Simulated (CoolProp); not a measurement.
Properties of methane along the isobar 0.383 MPa.

Model: reference Helmholtz-energy equation of state, Setzmann 1991, in CoolProp.

```
T (K)  phase       Z  cp (kJ/(kg K))  Prandtl number
-----  -----  ------  --------------  --------------
163.1    gas  0.9546           2.212           0.799
169.7    gas  0.9598           2.195           0.793
176.3    gas  0.9642           2.182           0.786
182.9    gas  0.9679           2.172           0.780
189.5    gas  0.9712           2.165           0.774
196.2    gas  0.9741           2.159           0.771
202.8    gas  0.9765           2.156           0.768
209.4    gas  0.9787           2.154           0.764
216      gas  0.9807           2.153           0.761
222.6    gas  0.9824           2.154           0.758
229.2    gas  0.9840           2.157           0.755
235.8    gas  0.9853           2.160           0.753
242.5    gas  0.9866           2.165           0.750
249.1    gas  0.9877           2.171           0.748
```

Viscosity comes from a separate model (Quiñones-Cisneros 2006). Thermal conductivity comes from a separate model (Friend 1989).
